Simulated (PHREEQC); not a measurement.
# Reverse-osmosis permeate: speciation

A made-up water analysis in mg/L, 80 °C, pH 6.15, pe 2:

```tsv
constituent	mg/L
Na	6.38
K	0.341
Ca	1.37
Mg	1.22
Cl	4.17
S(6) as SO4	2.61
Alkalinity as HCO3	16.6
Li	0.000404
Zn	0.0244
```

Valence states are taken as typed.

The numbers come from PHREEQC with the ion-association model, wateq4f.dat.

| Quantity | Value |
|---|---|
| ionic strength | 0.000558 mol/kgw |
| charge-balance error | 1.3 % |

| species | molality | activity | log γ |
|---|---|---|---|
| CO2 | 0.000407 | 0.000407 | 0.000 |
| Na+ | 0.000277 | 0.000269 | -0.013 |
| HCO3- | 0.000272 | 0.000264 | -0.013 |
| Cl- | 0.000118 | 0.000114 | -0.013 |
| Mg+2 | 4.92e-5 | 4.36e-5 | -0.052 |
| Ca+2 | 3.38e-5 | 3.00e-5 | -0.052 |
| SO4-2 | 2.61e-5 | 2.32e-5 | -0.052 |
| K+ | 8.72e-6 | 8.46e-6 | -0.013 |

Precipitation was switched off in this run. Complexes and solids missing from the database can't appear. At this temperature some constants are extrapolated from 25 °C, and those without enthalpy data are left unchanged.
